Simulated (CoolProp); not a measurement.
Vapour-liquid equilibrium of R125 (1) + propane (2) at -46.35 °C; x and y are mole fractions of (1).

The numbers come from the multi-fluid Helmholtz-energy mixture model, Lemmon 2005 and Lemmon 2009; pair parameters Bell 2016 in CoolProp.

**Question.** Give the bubble pressure and the first vapour's composition at x = 0.05, 0.125, 0.5. Is there an azeotrope?

**Answer.** x = 0.05: 0.1083 MPa, y = 0.255; x = 0.125: 0.1308 MPa, y = 0.414; x = 0.5: 0.1535 MPa, y = 0.563. y crosses x between x = 0.5 and 0.575: the model has an azeotrope there.

Pair parameters are fitted to limited data, so mixtures are less certain than the pure fluids. With so large a gap from Raoult's law the liquid may split in two, which this calculation doesn't test in full.
